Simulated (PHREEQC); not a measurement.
A column of 0.5 m (30 cells, dispersivity 0.018 m, 720 s a shift, diffusion coefficient 3e-10 m²/s) holds 0.0029 eq of the database's cation exchanger X per kg of pore water, first in equilibrium with 0.019 mol MnCl2 and 1e-05 mol HCl per kg of water. It is flushed with 0.00087 mol/kgw BaCl2 and 1e-05 mol/kgw HCl, at 15 °C. Values are for the last cell. CO2 from the air is kept out. No solid was allowed to form.

Base run: PHREEQC, ion-association model, phreeqc.dat. Each further column changes one thing. The table gives Mn in solution (mol/kgw).

| pore volumes | base | exchange capacity from 0.0029 to 0.0014 eq/kgw | dispersivity from 0.018 to 0.036 m |
|---|---|---|---|
| 0 | 0.0190 | 0.0190 | 0.0190 |
| 0.8167 | 0.0141 | 0.0141 | 0.0124 |
| 1.817 | 0.000990 | 0.000684 | 0.00137 |
| 2.617 | 0.000511 | 4.48e-5 | 0.000564 |
| 3.417 | 5.11e-5 | 1.54e-6 | 0.000157 |
| 4.217 | 3.67e-6 | 4.58e-8 | 3.25e-5 |
| 5.217 | 1.32e-7 | 5.20e-10 | 4.33e-6 |
| 6.017 | 9.07e-9 | 1.40e-11 | 8.62e-7 |
